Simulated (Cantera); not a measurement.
An isothermal, constant-pressure homogeneous reactor starts with CH4 : CO2 : H2 = 1 : 0.95 : 1.4 (molar parts), at 1575 K and 20.0 bar.

Computed with Cantera and GRI-Mech 3.0 (53 species, 325 reactions). The pressure lies above the range GRI-Mech 3.0 was tuned for (to about 10 atm).

One state of this run: x CH4 = 0.189; x CO2 = 0.0517; x H2 = 0.300; x H = 5.11e-6; x C2H = 1.06e-9; x CO = 0.218. x: mole fraction; the columns are a selection and need not sum to one.

Problem. Which value of t (s) does it belong to?
(A) 1.39e-5
(B) 0.000296
(C) 5.00e-6
(D) 0.135

Solution. D, 0.135
